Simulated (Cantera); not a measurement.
# Stirred combustor or abatement burner

A perfectly stirred reactor is fed with CH4 : C2H6 : O2 : N2 : CO2 = 1 : 0.77 : 8.54 : 39.3 : 0.67 (molar parts), equivalence ratio 0.55, at 0.290 bar; it is adiabatic with a 550 K inlet, and is followed from long to short residence time, starting on the burning branch (τ in s: 0.11, 0.039, 0.014, 0.0051, 0.0019, 0.00067, 0.00024, 8.8e-05, 3.2e-05, 1.1e-05, 4.1e-06).

Computed with Cantera and GRI-Mech 3.0 (53 species, 325 reactions).

| τ (s) | T (K) | x CH4 | x C2H6 | x O2 | x C2H4 | x HO2 | x CH2 | x HCO |
|---|---|---|---|---|---|---|---|---|
| 0.11 | 1594 | 8.37e-6 | 1.66e-6 | 0.0759 | 2.99e-6 | 2.52e-6 | 4.74e-8 | 4.68e-8 |
| 0.039 | 1579 | 1.65e-5 | 3.22e-6 | 0.0761 | 4.01e-6 | 4.14e-6 | 1.09e-7 | 1.38e-7 |
| 0.014 | 1555 | 3.37e-5 | 6.41e-6 | 0.0766 | 4.95e-6 | 6.46e-6 | 2.36e-7 | 3.94e-7 |
| 0.0051 | 1517 | 7.42e-5 | 1.37e-5 | 0.0778 | 6.15e-6 | 9.86e-6 | 4.85e-7 | 1.09e-6 |
| 0.0019 | 1461 | 0.000194 | 3.48e-5 | 0.0808 | 9.47e-6 | 1.62e-5 | 1.03e-6 | 2.89e-6 |
| 0.00067 | 550 | 0.0199 | 0.0153 | 0.170 | <1e-12 | <1e-12 | <1e-12 | <1e-12 |
| 0.00024 | 550 | 0.0199 | 0.0153 | 0.170 | <1e-12 | <1e-12 | <1e-12 | <1e-12 |
| 8.8e-5 | 550 | 0.0199 | 0.0153 | 0.170 | <1e-12 | <1e-12 | <1e-12 | <1e-12 |
| 3.2e-5 | 550 | 0.0199 | 0.0153 | 0.170 | <1e-12 | <1e-12 | <1e-12 | <1e-12 |
| 1.1e-5 | 550 | 0.0199 | 0.0153 | 0.170 | <1e-12 | <1e-12 | <1e-12 | <1e-12 |
| 4.1e-6 | 550 | 0.0199 | 0.0153 | 0.170 | <1e-12 | <1e-12 | <1e-12 | <1e-12 |
x: mole fraction; the columns are a selection and need not sum to one.
